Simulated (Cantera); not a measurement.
Mixture: CH₄ : H₂ : O₂ : N₂ = 1 : 0.39 : 1.83 : 6.88 (molar parts), at 160000 Pa, adiabatic and at constant pressure. Ignition delay is the time to a rise of 400 K.

Detailed kinetics in Cantera: GRI-Mech 3.0 (53 species, 325 reactions).

### Question
What does this change do: CH4 1 to 0.57 parts?

### Answer
```json
[
 {"quantity": "delay at 1225 K", "before": "2.06 ms", "after": "0.728 ms"},
 {"quantity": "delay at 1425 K", "before": "0.395 ms", "after": "0.171 ms"},
 {"quantity": "delay at 1625 K", "before": "0.103 ms", "after": "57.1 µs"},
 {"quantity": "delay at 1825 K", "before": "35.8 µs", "after": "24.1 µs"},
 {"quantity": "delay at 2025 K", "before": "15.1 µs", "after": "11.6 µs"},
 {"quantity": "apparent activation energy between 1925 and 2125 K", "before": "130 kJ/mol", "after": "110 kJ/mol"}
]
```
